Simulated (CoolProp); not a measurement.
A simple Rankine cycle with chloromethane (R40): condensing at 327.15 K, boiler at 4.1 MPa, turbine inlet 391.3 K, turbine efficiency 0.8, pump efficiency 0.8, no recuperator. Each further row changes one setting.

Values from CoolProp's reference Helmholtz-energy equation of state, Thol 2014.

```json
[
 {"case": "as stated", "thermal efficiency (%)": "…", "net work (kJ/kg)": "34.4", "heat in (kJ/kg)": "340", "turbine exit temperature (K)": "327.1", "volume ratio over the turbine": "3.26"},
 {"case": "turbine inlet 411.3 K", "thermal efficiency (%)": "…", "net work (kJ/kg)": "39.7", "heat in (kJ/kg)": "375", "turbine exit temperature (K)": "327.8", "volume ratio over the turbine": "3.02"},
 {"case": "condensing temperature 319.15 K", "thermal efficiency (%)": "11.4", "net work (kJ/kg)": "…", "heat in (kJ/kg)": "353", "turbine exit temperature (K)": "319.2", "volume ratio over the turbine": "…"},
 {"case": "boiler pressure 2.87 MPa", "thermal efficiency (%)": "7.9", "net work (kJ/kg)": "…", "heat in (kJ/kg)": "374", "turbine exit temperature (K)": "…", "volume ratio over the turbine": "2.15"},
 {"case": "turbine efficiency 0.7", "thermal efficiency (%)": "8.7", "net work (kJ/kg)": "…", "heat in (kJ/kg)": "340", "turbine exit temperature (K)": "327.1", "volume ratio over the turbine": "…"}
]
```

Complete the blanks.


- as stated, thermal efficiency (%): 10.1
- turbine inlet 411.3 K, thermal efficiency (%): 10.6
- condensing temperature 319.15 K, net work (kJ/kg): 40.3
- condensing temperature 319.15 K, volume ratio over the turbine: 3.93
- boiler pressure 2.87 MPa, net work (kJ/kg): 29.5
- boiler pressure 2.87 MPa, turbine exit temperature (K): 335.1
- turbine efficiency 0.7, net work (kJ/kg): 29.6
- turbine efficiency 0.7, volume ratio over the turbine: 3.31

The expansion ends wet for: as stated; condensing temperature 319.15 K; turbine efficiency 0.7.
